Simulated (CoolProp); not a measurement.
Vapour-liquid equilibrium of R22 (1) + n-pentane (2) at 0.156 MPa; x and y are mole fractions of (1).

Computed with CoolProp (multi-fluid Helmholtz-energy mixture model, Kamei 1995 and Thol 2019; pair parameters Bell 2016).

```json
[
 {"x": "0.05", "bubble temperature (K)": "298.7", "y at the bubble point": "0.559", "dew temperature at overall composition x (K)": "320.8", "liquid density (mol/L)": "8.772"},
 {"x": "0.125", "bubble temperature (K)": "277.5", "y at the bubble point": "0.822", "dew temperature at overall composition x (K)": "318.2", "liquid density (mol/L)": "9.360"},
 {"x": "0.2", "bubble temperature (K)": "266.2", "y at the bubble point": "0.901", "dew temperature at overall composition x (K)": "315.5", "liquid density (mol/L)": "9.843"},
 {"x": "0.275", "bubble temperature (K)": "259.5", "y at the bubble point": "0.933", "dew temperature at overall composition x (K)": "312.5", "liquid density (mol/L)": "10.29"},
 {"x": "0.35", "bubble temperature (K)": "255.3", "y at the bubble point": "0.949", "dew temperature at overall composition x (K)": "309.3", "liquid density (mol/L)": "10.73"},
 {"x": "0.425", "bubble temperature (K)": "252.5", "y at the bubble point": "0.959", "dew temperature at overall composition x (K)": "305.9", "liquid density (mol/L)": "11.17"},
 {"x": "0.5", "bubble temperature (K)": "250.6", "y at the bubble point": "0.965", "dew temperature at overall composition x (K)": "302.0", "liquid density (mol/L)": "11.63"},
 {"x": "0.575", "bubble temperature (K)": "249.1", "y at the bubble point": "0.970", "dew temperature at overall composition x (K)": "297.8", "liquid density (mol/L)": "12.13"},
 {"x": "0.65", "bubble temperature (K)": "247.9", "y at the bubble point": "0.974", "dew temperature at overall composition x (K)": "292.9", "liquid density (mol/L)": "12.66"},
 {"x": "0.725", "bubble temperature (K)": "246.8", "y at the bubble point": "0.978", "dew temperature at overall composition x (K)": "287.1", "liquid density (mol/L)": "13.24"},
 {"x": "0.8", "bubble temperature (K)": "245.6", "y at the bubble point": "0.982", "dew temperature at overall composition x (K)": "280.0", "liquid density (mol/L)": "13.88"},
 {"x": "0.875", "bubble temperature (K)": "244.4", "y at the bubble point": "0.987", "dew temperature at overall composition x (K)": "270.4", "liquid density (mol/L)": "14.58"},
 {"x": "0.95", "bubble temperature (K)": "243.0", "y at the bubble point": "0.994", "dew temperature at overall composition x (K)": "255.1", "liquid density (mol/L)": "15.38"}
]
```

No azeotrope shows between x = 0.05 and 0.95.

The pair parameters rest on a limited set of measurements; away from them the model extrapolates. With so large a gap from Raoult's law the liquid may split in two, which this calculation doesn't test in full.
